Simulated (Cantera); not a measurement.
Cantera run:

```python
import numpy as np
import cantera as ct

gas_names = """
    H HO2 H2 H2O H2O2 O OH O2 O3 Pb PbO Pb2
""".split()
cond_names = """
    H2O(s) H2O(L) Pb(cr) Pb(L) PbO(rd) PbO(yw) PbO(L) PbO2(s) Pb3O4(s)
""".split()


# ... load() reads the species with a 1 bar reference pressure and builds the phases ...
atoms = {
    'PbO': {'Pb': 1, 'O': 1},
    'O2': {'O': 2},
    'H2': {'H': 2},
}
top_T = {'Pb3O4(s)': 820}  # K; cautious upper limits of use, not melting points


# ... equilibrate(T, P, feed) seeds the gas with the atoms and calls Mixture.equilibrate('TP', solver="vcs", rtol=1e-11, max_steps=5000) ...
results = []
feed = {'PbO': 1, 'O2': 0.02, 'H2': 10}  # mol
P = 1333.22  # Pa
for T in [548, 598, 648, 698, 748, 798, 848, 898, 948, 998]:
    mix = equilibrate(T, P, feed)
    results.append((T, P, feed, dict(zip(mix.species_names, mix.species_moles))))
    x = sorted(zip(gas.X, gas.species_names), reverse=True)
    print(f"T = {T:g} K  P = {P:g} Pa  gas = {mix.phase_moles(0):.4g} mol")
    print("   x: " + "  ".join(f"{s} {v:.3e}" for v, s in x if v > 1e-06))
    print("   condensed (mol): " + ("  ".join(f"{mix.phase(i).name} {mix.phase_moles(i):.4g}"
          for i in range(1, mix.n_phases) if mix.phase_moles(i) > 1e-12) or "none"))
```

It prints:

```
T = 548 K  P = 1333.22 Pa  gas = 10 mol
   x: H2 8.960e-01  H2O 1.040e-01
   condensed (mol): Pb(cr) 1
T = 598 K  P = 1333.22 Pa  gas = 10 mol
   x: H2 8.960e-01  H2O 1.040e-01
   condensed (mol): Pb(cr) 1
T = 648 K  P = 1333.22 Pa  gas = 10 mol
   x: H2 8.960e-01  H2O 1.040e-01
   condensed (mol): Pb(L) 1
T = 698 K  P = 1333.22 Pa  gas = 10 mol
   x: H2 8.960e-01  H2O 1.040e-01
   condensed (mol): Pb(L) 1
T = 748 K  P = 1333.22 Pa  gas = 10 mol
   x: H2 8.960e-01  H2O 1.040e-01
   condensed (mol): Pb(L) 1
T = 798 K  P = 1333.22 Pa  gas = 10 mol
   x: H2 8.960e-01  H2O 1.040e-01  Pb 4.296e-06
   condensed (mol): Pb(L) 1
T = 848 K  P = 1333.22 Pa  gas = 10 mol
   x: H2 8.960e-01  H2O 1.040e-01  Pb 2.244e-05
   condensed (mol): Pb(L) 0.9998
T = 898 K  P = 1333.22 Pa  gas = 10 mol
   x: H2 8.959e-01  H2O 1.040e-01  Pb 9.715e-05
   condensed (mol): Pb(L) 0.999
T = 948 K  P = 1333.22 Pa  gas = 10 mol
   x: H2 8.957e-01  H2O 1.040e-01  Pb 3.592e-04
   condensed (mol): Pb(L) 0.9964
T = 998 K  P = 1333.22 Pa  gas = 10.01 mol
   x: H2 8.950e-01  H2O 1.039e-01  Pb 1.162e-03
   condensed (mol): Pb(L) 0.9884
```

Method: chemical equilibrium by Gibbs-energy minimisation in Cantera with the NASA 1993 tables (ideal gas, pure condensed phases).
